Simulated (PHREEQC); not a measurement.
Copper plating or etch bath: speciation

A solution holds 0.0011 mol/kgw CuCl2, 4.5e-05 mol/kgw HNO3 and 0.00087 mol/kgw KCl, at 25 °C. Closed to the air; pH follows from the charge balance.

Computed with PHREEQC (ion-association model, phreeqc.dat).

This is a speciation only: nothing precipitates in the calculation.

What pH does the model give?

pH 4.37.
